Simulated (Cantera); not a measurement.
An isothermal, constant-pressure homogeneous reactor starts with NO : N2 = 1 : 2.3 (molar parts), at 1525 K and 1.50 bar.

Detailed kinetics in Cantera: GRI-Mech 3.0 (53 species, 325 reactions).

Q: Predict: x(NO) at 70.0 s; x(NO2) at 70.0 s; x(O) at 70.0 s; x(N2) at 70.0 s; x(O2) at 70.0 s; x(N2O) at 70.0 s.

A: 
- x(NO) at 70.0 s: 0.166 (gas-phase equilibrium 0.00122)
- x(NO2) at 70.0 s: 0.000576 (gas-phase equilibrium 6.27e-6)
- x(O) at 70.0 s: 1.22e-6 (gas-phase equilibrium 1.81e-6)
- x(N2) at 70.0 s: 0.765 (gas-phase equilibrium 0.848)
- x(O2) at 70.0 s: 0.0679 (gas-phase equilibrium 0.151)
- x(N2O) at 70.0 s: 9.71e-6 (gas-phase equilibrium 9.43e-8)
